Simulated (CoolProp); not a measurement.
A simple Rankine cycle with water: condensing at 308.15 K, boiler at 19.6 MPa, turbine inlet 642.3 K, turbine efficiency 0.6, pump efficiency 0.7, no recuperator. Each further row changes one setting.

Values from CoolProp's reference Helmholtz-energy equation of state, Wagner 2002.

```json
[
 {"case": "as stated", "thermal efficiency (%)": "23.4", "net work (kJ/kg)": "556", "heat in (kJ/kg)": "2380", "turbine exit temperature (K)": "308.1", "volume ratio over the turbine": "2590"},
 {"case": "turbine inlet 662.3 K", "thermal efficiency (%)": "24.0", "net work (kJ/kg)": "621", "heat in (kJ/kg)": "2580", "turbine exit temperature (K)": "308.1", "volume ratio over the turbine": "2150"},
 {"case": "condensing temperature 300.15 K", "thermal efficiency (%)": "24.0", "net work (kJ/kg)": "579", "heat in (kJ/kg)": "2410", "turbine exit temperature (K)": "300.2", "volume ratio over the turbine": "3980"},
 {"case": "boiler pressure 13.7 MPa", "thermal efficiency (%)": "23.9", "net work (kJ/kg)": "647", "heat in (kJ/kg)": "2710", "turbine exit temperature (K)": "308.1", "volume ratio over the turbine": "1380"},
 {"case": "turbine efficiency 0.5", "thermal efficiency (%)": "19.3", "net work (kJ/kg)": "459", "heat in (kJ/kg)": "2380", "turbine exit temperature (K)": "308.1", "volume ratio over the turbine": "2730"}
]
```

The expansion ends wet for: as stated; turbine inlet 662.3 K; condensing temperature 300.15 K; boiler pressure 13.7 MPa; turbine efficiency 0.5.
